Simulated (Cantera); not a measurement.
An isothermal, constant-pressure homogeneous reactor starts with NO : N2 = 1 : 0.75 (molar parts), at 1773 K and 40.5 Torr. Integrator tolerance rtol = 1e-08.

Detailed kinetics in Cantera: GRI-Mech 3.0 (53 species, 325 reactions).

```json
[
 {"quantity": "x(NO) at 200 s", "before": "0.0651 (gas-phase equilibrium 0.00420)", "after": "0.0648 (gas-phase equilibrium 0.00322)"},
 {"quantity": "x(NO2) at 200 s", "before": "4.40e-5 (gas-phase equilibrium 3.01e-6)", "after": "2.84e-5 (gas-phase equilibrium 1.60e-6)"},
 {"quantity": "x(N2) at 200 s", "before": "0.682 (gas-phase equilibrium 0.712)", "after": "0.828 (gas-phase equilibrium 0.859)"},
 {"quantity": "x(O2) at 200 s", "before": "0.253 (gas-phase equilibrium 0.283)", "after": "0.107 (gas-phase equilibrium 0.138)"},
 {"quantity": "x(O) at 200 s", "before": "0.000205 (gas-phase equilibrium 0.000216)", "after": "0.000134 (gas-phase equilibrium 0.000151)"},
 {"quantity": "x(N2O) at 200 s", "before": "1.33e-6 (gas-phase equilibrium 5.35e-8)", "after": "1.43e-6 (gas-phase equilibrium 4.50e-8)"}
]
```

Q: Name the change that produced these shifts.
(A) NO 1 to 3.4 parts
(B) NO 1 to 0.29 parts
(C) temperature 1773 to 2050 K
(D) pressure from 40.5 Torr to 18.8 Torr

A: B, NO 1 to 0.29 parts
